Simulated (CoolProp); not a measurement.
A single-stage vapour-compression cycle with R115: evaporating at 195.15 K (dew point), condensing at 221.15 K (bubble point), superheat 5 K, subcooling 0 K, compressor efficiency 0.85, no pressure losses. Each further row changes one setting.

Computed with CoolProp (reference Helmholtz-energy equation of state, Lemmon 2016).

```
case                              cooling COP  pressure ratio  discharge temperature (K)  refrigerating effect (kJ/kg)  volumetric capacity (kJ/m³)
--------------------------------  -----------  --------------  -------------------------  ----------------------------  ---------------------------
as stated                                5.75            4.64                      235.5                           118                          131
evaporating temperature 200.15 K         7.45            3.33                      233.1                           121                          183
condensing temperature 216.15 K          7.27            3.57                      229.3                           123                          137
subcooling 5 K                           5.97            4.64                      235.5                           123                          137
superheat 15 K                           5.74            4.64                      246.3                           124                          131
compressor efficiency 0.75               5.07            4.64                      239.8                           118                          131
```
